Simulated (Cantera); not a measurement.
A freely propagating, adiabatic, planar premixed flame of CH4 : H2 : O2 : N2 = 1 : 0.32 : 1.8 : 6.77 (molar parts), equivalence ratio 1.2, unburnt at 525 K and 13300 Pa; mixture-averaged transport, grid criteria slope 0.08 and curve 0.16, no radiation.

Detailed kinetics in Cantera: GRI-Mech 3.0 (53 species, 325 reactions). Burning velocities carry a grid error of a few per cent, more on coarse grids.

Problem. Predict: laminar burning velocity; thermal thickness; peak x(CH2); peak x(C2H4).

Solution. 
| Quantity | Result |
|---|---|
| laminar burning velocity | 166 cm/s |
| thermal thickness | 1.91 mm |
| peak x(CH2) | 8.78e-5 |
| peak x(C2H4) | 0.000628 |
